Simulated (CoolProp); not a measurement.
Vapour-liquid equilibrium of n-heptane (1) + m-xylene (2) at 309.2 K; x and y are mole fractions of (1).

Model: multi-fluid Helmholtz-energy mixture model, Span 2003 and Zhou 2012; pair parameters Bell 2016, in CoolProp.

```json
[
 {"x": "0.05", "bubble pressure (kPa)": "2.685", "y at the bubble point": "0.269", "dew pressure at overall composition x (kPa)": "2.154", "liquid density (mol/L)": "7.935"},
 {"x": "0.125", "bubble pressure (kPa)": "3.519", "y at the bubble point": "0.483", "dew pressure at overall composition x (kPa)": "2.311", "liquid density (mol/L)": "7.825"},
 {"x": "0.2", "bubble pressure (kPa)": "4.259", "y at the bubble point": "0.605", "dew pressure at overall composition x (kPa)": "2.492", "liquid density (mol/L)": "7.717"},
 {"x": "0.275", "bubble pressure (kPa)": "4.929", "y at the bubble point": "0.686", "dew pressure at overall composition x (kPa)": "2.702", "liquid density (mol/L)": "7.611"},
 {"x": "0.35", "bubble pressure (kPa)": "5.547", "y at the bubble point": "0.745", "dew pressure at overall composition x (kPa)": "2.951", "liquid density (mol/L)": "7.507"},
 {"x": "0.425", "bubble pressure (kPa)": "6.130", "y at the bubble point": "0.791", "dew pressure at overall composition x (kPa)": "3.247", "liquid density (mol/L)": "7.406"},
 {"x": "0.5", "bubble pressure (kPa)": "6.689", "y at the bubble point": "0.829", "dew pressure at overall composition x (kPa)": "3.608", "liquid density (mol/L)": "7.306"},
 {"x": "0.575", "bubble pressure (kPa)": "7.233", "y at the bubble point": "0.862", "dew pressure at overall composition x (kPa)": "4.052", "liquid density (mol/L)": "7.208"},
 {"x": "0.65", "bubble pressure (kPa)": "7.769", "y at the bubble point": "0.891", "dew pressure at overall composition x (kPa)": "4.611", "liquid density (mol/L)": "7.112"},
 {"x": "0.725", "bubble pressure (kPa)": "8.305", "y at the bubble point": "0.917", "dew pressure at overall composition x (kPa)": "5.326", "liquid density (mol/L)": "7.018"},
 {"x": "0.8", "bubble pressure (kPa)": "8.843", "y at the bubble point": "0.942", "dew pressure at overall composition x (kPa)": "6.255", "liquid density (mol/L)": "6.926"},
 {"x": "0.875", "bubble pressure (kPa)": "9.389", "y at the bubble point": "0.964", "dew pressure at overall composition x (kPa)": "7.468", "liquid density (mol/L)": "6.835"},
 {"x": "0.95", "bubble pressure (kPa)": "9.944", "y at the bubble point": "0.986", "dew pressure at overall composition x (kPa)": "9.039", "liquid density (mol/L)": "6.746"}
]
```

No azeotrope shows between x = 0.05 and 0.95.

Pair parameters are fitted to limited data, so mixtures are less certain than the pure fluids.
